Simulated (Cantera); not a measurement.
Standard-state values (1 bar) from the NASA 1993 polynomials, evaluated with Cantera. Values are per mole of reaction as written; species without (g) are pure solids or liquids, kept so even where they would boil at 1 bar.

a) 4 Al + O2(g) ⇌ 2 Al2O(g)
b) 2 B + O2(g) ⇌ B2O2(g)
c) 2 H2(g) + O2(g) ⇌ 2 H2O(g)
d) 0.6667 Cr + O2(g) ⇌ 0.6667 CrO3(g)

Problem. Order these by ΔG° at 1975 K, most negative first.

Solution. a (-548 kJ), b (-501 kJ), c (-274 kJ), d (-101 kJ)
